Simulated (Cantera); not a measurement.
Input (Python, Cantera) and output of one run.

```python
import numpy as np
import cantera as ct

gas_names = """
    H H2 N NH NH2 NH3 N2 N2H2 N2H4 V VN
""".split()
cond_names = """
    V(cr) V(L) VN(s)
""".split()


# ... load() reads the species with a 1 bar reference pressure and builds the phases ...
atoms = {
    'V': {'V': 1},
    'NH3': {'N': 1, 'H': 3},
    'H2': {'H': 2},
}
top_T = {'VN(s)': 2300}  # K; cautious upper limits of use, not melting points


# ... equilibrate(T, P, feed) seeds the gas with the atoms and calls Mixture.equilibrate('TP', solver="vcs", rtol=1e-11, max_steps=5000) ...
results = []
feed = {'V': 1, 'NH3': 8.3, 'H2': 5.3}  # mol
P = 0.16  # Pa
for T in [825, 975, 1125, 1275, 1425, 1575, 1725, 1875, 2025, 2175, 2325, 2475, 2625]:
    mix = equilibrate(T, P, feed)
    results.append((T, P, feed, dict(zip(mix.species_names, mix.species_moles))))

top = {s: max(r[3][s] / sum(r[3][g] for g in gas_names) for r in results) for s in gas_names}
cols = sorted((s for s in top if top[s] > 0.0001), key=lambda s: -top[s])[:7]
seen = [c for c in cond_names if any(r[3].get(c, 0) > 1e-12 for r in results)]
print("log10 of partial pressures in bar; condensed amounts in mol")
print(f"{'T/K':>10s}" + "".join(f"{s[:9]:>10s}" for s in cols + seen))
for T, P, feed, n in results:
    ng = sum(n[g] for g in gas_names)
    print(f"{T:10.4g}" + "".join(f"{np.log10(max(n[s] / ng * P / 1e5, 1e-99)):10.3f}" for s in cols)
          + "".join(f"{n.get(c, 0):10.4g}" for c in seen))
```

It prints:

```
log10 of partial pressures in bar; condensed amounts in mol
       T/K         H        H2        N2         V         N     V(cr)     VN(s)
       825   -14.039    -5.877    -6.564   -30.609   -30.086         0         1
       975   -11.880    -5.877    -6.564   -23.517   -25.449         0         1
      1125   -10.291    -5.877    -6.564   -18.328   -22.044         0         1
      1275    -9.071    -5.877    -6.564   -14.372   -19.436         0         1
      1425    -8.106    -5.879    -6.565   -11.257   -17.376         0    0.9999
      1575    -7.332    -5.902    -6.525    -9.207   -15.685    0.9914         0
      1725    -6.709    -5.957    -6.551    -7.742   -14.317    0.7325         0
      1875    -6.249    -6.131    -6.622    -7.240   -13.191         0         0
      2025    -5.976    -6.520    -6.712    -7.330   -12.246         0         0
      2175    -5.881    -7.139    -6.768    -7.386   -11.419         0         0
      2325    -5.860    -7.803    -6.783    -7.401   -10.682         0         0
      2475    -5.856    -8.416    -6.786    -7.404   -10.029         0         0
      2625    -5.855    -8.966    -6.787    -7.405    -9.449         0         0
```

Equilibrium computed with Cantera from the NASA thermochemical tables; the gas is ideal and each condensed phase is pure. VN: taken at fixed stoichiometry. Condensed phases not in the tables: V2N, N, O or C dissolved in the metal.
